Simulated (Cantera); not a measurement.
A Cantera script and what it prints.

```python
import numpy as np
import cantera as ct

gas_names = """
    H HO2 H2 H2O H2O2 Nb NbO NbO2 O OH O2 O3
""".split()
cond_names = """
    H2O(s) H2O(L) Nb(cr) Nb(L) NbO(s) NbO(L) NbO2(I) NbO2(II) NbO2(III) NbO2(L) Nb2O5(s) Nb2O5(L)
""".split()


# ... load() reads the species with a 1 bar reference pressure and builds the phases ...
atoms = {
    'Nb2O5': {'Nb': 2, 'O': 5},
    'H2': {'H': 2},
}
top_T = {}  # K; cautious upper limits of use, not melting points


# ... equilibrate(T, P, feed) seeds the gas with the atoms and calls Mixture.equilibrate('TP', solver="vcs", rtol=1e-11, max_steps=5000) ...
results = []
feed = {'Nb2O5': 1, 'H2': 34}  # mol
P = 1700  # Pa
for T in [1473, 1523, 1573, 1623, 1673, 1723, 1773, 1823, 1873, 1923, 1973, 2023, 2073, 2123]:
    mix = equilibrate(T, P, feed)
    results.append((T, P, feed, dict(zip(mix.species_names, mix.species_moles))))
    x = sorted(zip(gas.X, gas.species_names), reverse=True)
    print(f"T = {T:g} K  P = {P:g} Pa  gas = {mix.phase_moles(0):.4g} mol")
    print("   x: " + "  ".join(f"{s} {v:.3e}" for v, s in x if v > 1e-06))
    print("   condensed (mol): " + ("  ".join(f"{mix.phase(i).name} {mix.phase_moles(i):.4g}"
          for i in range(1, mix.n_phases) if mix.phase_moles(i) > 1e-12) or "none"))
```

It prints:

```
T = 1473 K  P = 1700 Pa  gas = 34 mol
   x: H2 9.705e-01  H2O 2.941e-02  H 9.559e-05
   condensed (mol): NbO2(III) 2
T = 1523 K  P = 1700 Pa  gas = 34 mol
   x: H2 9.704e-01  H2O 2.941e-02  H 1.746e-04
   condensed (mol): NbO2(III) 2
T = 1573 K  P = 1700 Pa  gas = 34.01 mol
   x: H2 9.703e-01  H2O 2.941e-02  H 3.072e-04
   condensed (mol): NbO2(III) 2
T = 1623 K  P = 1700 Pa  gas = 34.01 mol
   x: H2 9.701e-01  H2O 2.940e-02  H 5.221e-04
   condensed (mol): NbO2(III) 2
T = 1673 K  P = 1700 Pa  gas = 34.01 mol
   x: H2 9.697e-01  H2O 2.940e-02  H 8.601e-04  OH 1.254e-06
   condensed (mol): NbO2(III) 2
T = 1723 K  P = 1700 Pa  gas = 34.02 mol
   x: H2 9.692e-01  H2O 2.939e-02  H 1.377e-03  OH 2.289e-06  NbO2 1.192e-06
   condensed (mol): NbO2(III) 2
T = 1773 K  P = 1700 Pa  gas = 34.04 mol
   x: H2 9.685e-01  H2O 2.938e-02  H 2.147e-03  OH 4.037e-06  NbO2 3.553e-06
   condensed (mol): NbO2(III) 2
T = 1823 K  P = 1700 Pa  gas = 34.06 mol
   x: H2 9.674e-01  H2O 2.936e-02  H 3.268e-03  NbO2 9.955e-06  OH 6.902e-06
   condensed (mol): NbO2(III) 2
T = 1873 K  P = 1700 Pa  gas = 34.08 mol
   x: H2 9.658e-01  H2O 2.933e-02  H 4.865e-03  NbO2 2.634e-05  OH 1.147e-05
   condensed (mol): NbO2(III) 1.999
T = 1923 K  P = 1700 Pa  gas = 34.12 mol
   x: H2 9.635e-01  H2O 2.929e-02  H 7.092e-03  NbO2 6.611e-05  OH 1.856e-05
   condensed (mol): NbO2(III) 1.998
T = 1973 K  P = 1700 Pa  gas = 34.18 mol
   x: H2 9.604e-01  H2O 2.923e-02  H 1.014e-02  NbO2 1.580e-04  OH 2.930e-05  NbO 2.086e-06
   condensed (mol): NbO2(III) 1.995
T = 2023 K  P = 1700 Pa  gas = 34.26 mol
   x: H2 9.562e-01  H2O 2.915e-02  H 1.424e-02  NbO2 3.612e-04  OH 4.523e-05  NbO 5.920e-06
   condensed (mol): NbO2(III) 1.987
T = 2073 K  P = 1700 Pa  gas = 34.37 mol
   x: H2 9.504e-01  H2O 2.904e-02  H 1.966e-02  NbO2 7.918e-04  OH 6.835e-05  NbO 1.593e-05  O 1.015e-06
   condensed (mol): NbO2(III) 1.972
T = 2123 K  P = 1700 Pa  gas = 34.52 mol
   x: H2 9.426e-01  H2O 2.890e-02  H 2.671e-02  NbO2 1.670e-03  OH 1.013e-04  NbO 4.080e-05  O 2.036e-06
   condensed (mol): NbO2(III) 1.941
```

These are equilibrium values from Cantera (NASA tables, ideal gas, pure condensed phases), not measurements of a reactor. Condensed phases not in the tables: the oxides between NbO2 and Nb2O5.
